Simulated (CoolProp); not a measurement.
Values from CoolProp's reference Helmholtz-energy equation of state, Zhou 2012.

Give the vapour pressure (MPa), liquid density (kg/m³), surface tension (mN/m), liquid viscosity (µPa s) of saturated o-xylene at 471.5 K.


```csv
T (K),p (MPa),liquid density (kg/m³),surface tension (mN/m),liquid viscosity (µPa s)
471.5,0.351,714,11.9,175
```

Viscosity comes from a separate model (Cao 2016). Surface tension comes from a separate correlation (Mulero 2014).
